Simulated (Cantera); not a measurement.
Feed: 1 mol trisilylamine, 7.1 mol NH3, 2.2 mol N2, held at 1648 K and 0.000170 bar.

These are equilibrium values from Cantera (NASA tables, ideal gas, pure condensed phases), not measurements of a reactor. Candidate condensed phases: Si, Si3N4; 18 gas species. The feed counts by its element totals alone. Equilibrium is a limit: real reactors are often held back by kinetics, nucleation or transport.

Base state: H2 0.702, N2 0.291, H 0.00572, Si 0.00152, SiH 3.04e-5, Si2N 1.36e-5 (mole fractions); condensed: Si(s).

### Question
What changes in the equilibrium state with this change: trisilylamine replaced by Si2Cl6?

### Answer
| species | before | after |
|---|---|---|
| H2 | 0.702 | 0.487 |
| N2 | 0.291 | 0.295 |
| HCl | 0 | 0.114 |
| SiCl2 | 0 | 0.0956 |
| Cl | 0 | 0.000879 |
| SiCl | 0 | 0.000750 |
| SiCl3 | 0 | 0.000215 |
| H | 0.00572 | 0.00477 |
| Si(s), mol | 2.97 | 0.0876 |
The tables' values for SiCl, SiCl3 are old estimates; treat these amounts as uncertain. Further candidate phases: NH4Cl.
